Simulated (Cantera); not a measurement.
A perfectly stirred reactor is fed with H2 : O2 = 0.26 : 1 (molar parts), equivalence ratio 0.13, at 0.0267 bar; it is held at 998 K, and followed from long to short residence time.

Detailed kinetics in Cantera: GRI-Mech 3.0 (53 species, 325 reactions). Radical loss at walls, strong at low pressure, is not modelled. The temperature is held fixed by assumption; the heat of reaction is taken as removed at once.

Problem. What does this change do: H2 0.26 to 1.5 parts?

Solution. 
```
quantity                 before     after
---------------------  --------  --------
x(H2) at τ = 12.0 s    0.000249  0.000952
x(O2) at τ = 12.0 s       0.770     0.143
x(OH) at τ = 12.0 s    0.000187  0.000273
x(HO2) at τ = 12.0 s    4.68e-6   1.01e-5
x(O) at τ = 12.0 s     0.000104   7.11e-5
x(H2) at τ = 69.0 ms    0.00546    0.0226
x(O2) at τ = 69.0 ms      0.767     0.152
x(OH) at τ = 69.0 ms    0.00128   0.00178
x(HO2) at τ = 69.0 ms   2.61e-5   2.39e-5
x(O) at τ = 69.0 ms     0.00266   0.00213
```

Problem. What does this change do: temperature 998 to 1150 K?

Solution. 
| quantity | before | after |
|---|---|---|
| x(H2) at τ = 12.0 s | 0.000249 | 9.49e-5 |
| x(O2) at τ = 12.0 s | 0.770 | 0.770 |
| x(OH) at τ = 12.0 s | 0.000187 | 0.000487 |
| x(HO2) at τ = 12.0 s | 4.68e-6 | 2.31e-6 |
| x(O) at τ = 12.0 s | 0.000104 | 0.000189 |
| x(H2) at τ = 69.0 ms | 0.00546 | 0.00242 |
| x(O2) at τ = 69.0 ms | 0.767 | 0.763 |
| x(OH) at τ = 69.0 ms | 0.00128 | 0.00282 |
| x(HO2) at τ = 69.0 ms | 2.61e-5 | 1.64e-5 |
| x(O) at τ = 69.0 ms | 0.00266 | 0.00556 |

Problem. What does this change do: temperature 998 to 1223 K?

Solution. 
```json
[
 {"quantity": "x(H2) at τ = 12.0 s", "before": "0.000249", "after": "7.69e-5"},
 {"quantity": "x(O2) at τ = 12.0 s", "before": "0.770", "after": "0.769"},
 {"quantity": "x(OH) at τ = 12.0 s", "before": "0.000187", "after": "0.000695"},
 {"quantity": "x(HO2) at τ = 12.0 s", "before": "4.68e-6", "after": "1.72e-6"},
 {"quantity": "x(O) at τ = 12.0 s", "before": "0.000104", "after": "0.000241"},
 {"quantity": "x(H2) at τ = 69.0 ms", "before": "0.00546", "after": "0.00205"},
 {"quantity": "x(O2) at τ = 69.0 ms", "before": "0.767", "after": "0.761"},
 {"quantity": "x(OH) at τ = 69.0 ms", "before": "0.00128", "after": "0.00391"},
 {"quantity": "x(HO2) at τ = 69.0 ms", "before": "2.61e-5", "after": "1.35e-5"},
 {"quantity": "x(O) at τ = 69.0 ms", "before": "0.00266", "after": "0.00725"}
]
```
